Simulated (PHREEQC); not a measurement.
# Brine (model solution)

Consider water at 78 °C with 5.9 mol KOH, 0.0031 mol Na2B4O7 and 5.5 mol NaCl per kg of water. Closed to the air; pH follows from the charge balance.

Model: Pitzer model, pitzer.dat, run in PHREEQC.

Precipitation was switched off in this run.

Q: What pH does the model give?

A: pH 14.08.

The solution is supersaturated, for example in Sylvite, so a real one may precipitate; this is no full list. In brines, pH and single-ion activities rest on the MacInnes convention. At this temperature some constants are extrapolated from 25 °C, and those without enthalpy data are left unchanged.
